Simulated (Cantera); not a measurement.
A closed system holds: 1 mol MgF2, 8.3 mol H2, 160 mol N2, equilibrated at 1427 °C and 32.0 Pa.

Method: chemical equilibrium by Gibbs-energy minimisation in Cantera with the NASA 1993 tables (ideal gas, pure condensed phases). Candidate condensed phases: Mg, MgF2; 28 gas species. Rates play no part.

Question: What is the equilibrium state?

Answer: 
- x(N2): 0.939
- x(H2): 0.0423
- x(HF): 0.0112
- x(Mg): 0.00549
- x(H): 0.00169
- x(MgF2): 0.000191
- x(MgF): 0.000183
- gas amount: 170.4 mol
- log10 activity of MgF2(l) (absent): -4.27
- log10 activity of Mg(l) (absent): -6.71
